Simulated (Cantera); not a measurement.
## Diamond growth

A diamond (100) surface in a fixed gas of H2 with x(CH4) = 0.0038, x(H) = 0.00025, x(CH3) = 5.1e-05, at 1375 K; coverages are run to steady state.

Cantera simulation using the Harris–Goodwin 1993 mechanism for the reconstructed diamond (100) surface; the numbers are that mechanism's predictions, not measurements.

```
P (Pa)  growth (µm/h)  θ c6HH  θ c6H*  θ c6*H  θ c6**
------  -------------  ------  ------  ------  ------
1200          0.00170   0.553  0.0415   0.394  0.0107
1700          0.00330   0.554  0.0415   0.394  0.0106
2300          0.00584   0.555  0.0414   0.393  0.0106
3200           0.0108   0.555  0.0414   0.393  0.0106
4400           0.0192   0.555  0.0413   0.393  0.0105
6100           0.0342   0.556  0.0413   0.392  0.0105
8500           0.0602   0.556  0.0413   0.392  0.0105
12000           0.106   0.556  0.0413   0.392  0.0105
```
θ: site fractions in the mechanism's names (c6HH fully hydrogenated, c6H* and c6*H radical sites, c6** diradical, c6HM methylated).
